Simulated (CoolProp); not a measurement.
Vapour-liquid equilibrium of carbon dioxide (1) + CHF3 (R23) (2) at -17.45 °C; x and y are mole fractions of (1).

Model: multi-fluid Helmholtz-energy mixture model, Span 1996 and Penoncello 2003; pair parameters Bell 2016, in CoolProp.

| x | bubble pressure (MPa) | y at the bubble point | dew pressure at overall composition x (MPa) | liquid density (mol/L) |
|---|---|---|---|---|
| 0.05 | 1.551 | 0.068 | 1.540 | 16.68 |
| 0.15 | 1.633 | 0.196 | 1.603 | 17.16 |
| 0.25 | 1.713 | 0.313 | 1.670 | 17.67 |
| 0.35 | 1.789 | 0.420 | 1.739 | 18.22 |
| 0.45 | 1.859 | 0.519 | 1.810 | 18.82 |
| 0.55 | 1.924 | 0.611 | 1.881 | 19.46 |
| 0.65 | 1.983 | 0.699 | 1.950 | 20.16 |
| 0.75 | 2.034 | 0.785 | 2.014 | 20.93 |
| 0.85 | 2.079 | 0.869 | 2.069 | 21.76 |
| 0.95 | 2.115 | 0.955 | 2.113 | 22.68 |

No azeotrope shows between x = 0.05 and 0.95.

The pair parameters rest on a limited set of measurements; away from them the model extrapolates.
